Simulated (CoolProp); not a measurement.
Properties of cyclopentane along the isotherm 550 K.

The numbers come from the reference Helmholtz-energy equation of state, Gedanitz 2015 in CoolProp.

```tsv
p (MPa)	phase	speed of sound (m/s)	Joule-Thomson coefficient (K/MPa)	expansivity (1/kK)
2.08	gas	___	___	2.940
4.17	gas	191.0	8.454	5.881
6.25	supercritical	152.8	9.505	17.51
8.33	supercritical	197.9	3.822	12.37
10.4	supercritical	278.2	1.651	6.165
12.5	supercritical	342.0	___	4.271
14.6	supercritical	393.4	___	___
16.7	supercritical	436.9	0.3972	2.875
18.7	supercritical	473.2	___	2.546
20.8	supercritical	___	0.1768	2.297
22.9	supercritical	538.1	0.1061	2.108
```

Q: Complete the blanks.

A: 
- 2.08, speed of sound (m/s): 230.2
- 2.08, Joule-Thomson coefficient (K/MPa): 6.675
- 12.5, Joule-Thomson coefficient (K/MPa): 0.9365
- 14.6, Joule-Thomson coefficient (K/MPa): 0.5963
- 14.6, expansivity (1/kK): 3.390
- 18.7, Joule-Thomson coefficient (K/MPa): 0.2713
- 20.8, speed of sound (m/s): 507.2
